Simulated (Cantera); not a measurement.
An adiabatic, constant-volume homogeneous reactor starts with CH₄ : C₂H₆ : O₂ : N₂ = 1 : 0.11 : 0.994 : 3.74 (molar parts), at 1175 K and 21.0 bar. Integrator tolerance rtol = 1e-08.

Computed with Cantera and GRI-Mech 3.0 (53 species, 325 reactions). The pressure lies above the range GRI-Mech 3.0 was tuned for (to about 10 atm).

Question: What does this change do: pressure from 21.0 bar to 4.60 bar?

Answer: 
```csv
quantity,before,after
time of steepest temperature rise,0.597 ms,2.36 ms
temperature at 0.100 s,2354 K,2347 K
equilibrium temperature,2354 K,2347 K
x(CH₄) at 0.100 s,3.23e-7 (gas-phase equilibrium 3.55e-7),1.55e-8 (gas-phase equilibrium 1.75e-8)
x(C₂H₆) at 0.100 s,<1e-12 (gas-phase equilibrium <1e-12),<1e-12 (gas-phase equilibrium <1e-12)
x(O₂) at 0.100 s,2.64e-8 (gas-phase equilibrium 2.64e-8),1.12e-7 (gas-phase equilibrium 1.12e-7)
x(C₂H₄) at 0.100 s,8.18e-12 (gas-phase equilibrium 9.02e-12),<1e-12 (gas-phase equilibrium <1e-12)
x(NO₂) at 0.100 s,1.35e-11 (gas-phase equilibrium 1.35e-11),2.65e-11 (gas-phase equilibrium 2.65e-11)
x(HO₂) at 0.100 s,1.66e-10 (gas-phase equilibrium 1.66e-10),3.28e-10 (gas-phase equilibrium 3.28e-10)
x(C₂H₂) at 0.100 s,5.52e-10 (gas-phase equilibrium 6.08e-10),2.59e-11 (gas-phase equilibrium 2.91e-11)
```

Question: What does this change do: 0.22 parts CO2 added?

Answer: 
```
quantity                                                              before                                      after
---------------------------------  -----------------------------------------  -----------------------------------------
time of steepest temperature rise                                   0.597 ms                                   0.619 ms
temperature at 0.100 s                                                2354 K                                     2280 K
equilibrium temperature                                               2354 K                                     2280 K
x(CH₄) at 0.100 s                    3.23e-7 (gas-phase equilibrium 3.55e-7)    2.64e-7 (gas-phase equilibrium 2.88e-7)
x(C₂H₆) at 0.100 s                     <1e-12 (gas-phase equilibrium <1e-12)      <1e-12 (gas-phase equilibrium <1e-12)
x(O₂) at 0.100 s                     2.64e-8 (gas-phase equilibrium 2.64e-8)    2.28e-8 (gas-phase equilibrium 2.28e-8)
x(C₂H₄) at 0.100 s                 8.18e-12 (gas-phase equilibrium 9.02e-12)  5.25e-12 (gas-phase equilibrium 5.75e-12)
x(NO₂) at 0.100 s                  1.35e-11 (gas-phase equilibrium 1.35e-11)  1.07e-11 (gas-phase equilibrium 1.06e-11)
x(HO₂) at 0.100 s                  1.66e-10 (gas-phase equilibrium 1.66e-10)  1.30e-10 (gas-phase equilibrium 1.30e-10)
x(C₂H₂) at 0.100 s                 5.52e-10 (gas-phase equilibrium 6.08e-10)  3.11e-10 (gas-phase equilibrium 3.40e-10)
```

Question: What does this change do: initial temperature 1175 to 1575 K?

Answer: 
| quantity | before | after |
|---|---|---|
| time of steepest temperature rise | 0.597 ms | 19.8 µs |
| temperature at 0.100 s | 2354 K | 2719 K |
| equilibrium temperature | 2354 K | 2719 K |
| x(CH₄) at 0.100 s | 3.23e-7 (gas-phase equilibrium 3.55e-7) | 5.30e-8 (gas-phase equilibrium 5.89e-8) |
| x(C₂H₆) at 0.100 s | <1e-12 (gas-phase equilibrium <1e-12) | <1e-12 (gas-phase equilibrium <1e-12) |
| x(O₂) at 0.100 s | 2.64e-8 (gas-phase equilibrium 2.64e-8) | 1.02e-6 (gas-phase equilibrium 1.02e-6) |
| x(C₂H₄) at 0.100 s | 8.18e-12 (gas-phase equilibrium 9.02e-12) | 1.07e-12 (gas-phase equilibrium 1.19e-12) |
| x(NO₂) at 0.100 s | 1.35e-11 (gas-phase equilibrium 1.35e-11) | 6.21e-10 (gas-phase equilibrium 6.21e-10) |
| x(HO₂) at 0.100 s | 1.66e-10 (gas-phase equilibrium 1.66e-10) | 6.29e-9 (gas-phase equilibrium 6.29e-9) |
| x(C₂H₂) at 0.100 s | 5.52e-10 (gas-phase equilibrium 6.08e-10) | 3.01e-10 (gas-phase equilibrium 3.33e-10) |
